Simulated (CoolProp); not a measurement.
A closed Brayton cycle with nitrogen: compressor inlet 316.15 K and 7.2 MPa, high pressure 19 MPa, turbine inlet 675 K, compressor efficiency 0.85, turbine efficiency 0.85, recuperator effectiveness 0.8 (on enthalpy, no pinch check). Each further row changes one setting.

Values from CoolProp's reference Helmholtz-energy equation of state, Span 2000.

```tsv
case	thermal efficiency (%)	net work (kJ/kg)	compressor to turbine work	compressor exit (K)	turbine exit (K)
as stated	___	23.7	0.85	436.7	539.4
turbine inlet 625 K	7.7	___	___	436.7	498.2
compressor inlet 326.15 K	___	___	0.87	450.4	539.4
high pressure 16.1 MPa	___	___	0.80	413.6	560.3
recuperator effectiveness 0.5	___	23.7	0.85	436.7	539.4
```

**Question.** What belongs in the gaps?

**Answer.** 
- as stated, thermal efficiency (%): 13.2
- turbine inlet 625 K, net work (kJ/kg): 12.2
- turbine inlet 625 K, compressor to turbine work: 0.91
- compressor inlet 326.15 K, thermal efficiency (%): 11.0
- compressor inlet 326.15 K, net work (kJ/kg): 19.3
- high pressure 16.1 MPa, thermal efficiency (%): 15.3
- high pressure 16.1 MPa, net work (kJ/kg): 25.3
- recuperator effectiveness 0.5, thermal efficiency (%): 11.1
